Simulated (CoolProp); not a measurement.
Computed with CoolProp (reference Helmholtz-energy equation of state, Platzer 1990). This equation is an older, rougher fit; its heat capacities, sound speeds and derivatives of the liquid may be far off and weren't checked against measurements.

**Question.** Give the vapour pressure (kPa), liquid density (kg/m³), enthalpy of vaporisation (kJ/kg), surface tension (mN/m) of saturated c-C4F8 (RC318) at 49.95, 53.65, 57.25 °C.

**Answer.** 
```json
[
 {"T (°C)": "49.95", "p (kPa)": "647", "liquid density (kg/m³)": "1390", "enthalpy of vaporisation (kJ/kg)": "91.9", "surface tension (mN/m)": "5.46"},
 {"T (°C)": "53.65", "p (kPa)": "714", "liquid density (kg/m³)": "1370", "enthalpy of vaporisation (kJ/kg)": "89.8", "surface tension (mN/m)": "5.07"},
 {"T (°C)": "57.25", "p (kPa)": "783", "liquid density (kg/m³)": "1350", "enthalpy of vaporisation (kJ/kg)": "87.7", "surface tension (mN/m)": "4.70"}
]
```

Surface tension comes from a separate correlation (Mulero 2012).
